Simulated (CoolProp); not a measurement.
Vapour-liquid equilibrium of cyclohexane (1) + m-xylene (2) at 116.95 °C; x and y are mole fractions of (1).

Computed with CoolProp (multi-fluid Helmholtz-energy mixture model, Zhou 2014 and Zhou 2012; pair parameters Bell 2016).

| x | bubble pressure, mixture model (bar) | bubble pressure, Raoult's law (bar) | y, mixture model | y, Raoult's law |
|---|---|---|---|---|
| 0.05 | 0.6751 | 0.6452 | 0.237 | 0.208 |
| 0.125 | … | 0.8059 | 0.450 | 0.416 |
| 0.2 | … | 0.9666 | 0.580 | 0.555 |
| 0.275 | 1.239 | 1.127 | … | 0.654 |
| 0.35 | 1.408 | 1.288 | 0.733 | 0.728 |
| 0.425 | 1.568 | 1.449 | 0.783 | 0.786 |
| 0.5 | 1.721 | 1.609 | 0.823 | 0.833 |
| 0.575 | … | 1.770 | … | 0.871 |
| 0.65 | 2.012 | 1.931 | 0.887 | 0.902 |
| 0.725 | … | 2.091 | … | 0.929 |
| 0.8 | 2.293 | 2.252 | 0.938 | 0.952 |
| 0.875 | 2.436 | 2.413 | 0.961 | 0.972 |
| 0.95 | … | 2.574 | 0.985 | 0.990 |

Q: Complete the blanks.

A: 
- 0.125, bubble pressure, mixture model (bar): 0.8731
- 0.2, bubble pressure, mixture model (bar): 1.061
- 0.275, y, mixture model: 0.669
- 0.575, bubble pressure, mixture model (bar): 1.868
- 0.575, y, mixture model: 0.857
- 0.725, bubble pressure, mixture model (bar): 2.153
- 0.725, y, mixture model: 0.913
- 0.95, bubble pressure, mixture model (bar): 2.581

The largest gap from Raoult's law is +9.9 % in bubble pressure, at x = 0.275. No azeotrope shows between x = 0.05 and 0.95.

Pair parameters are fitted to limited data, so mixtures are less certain than the pure fluids.
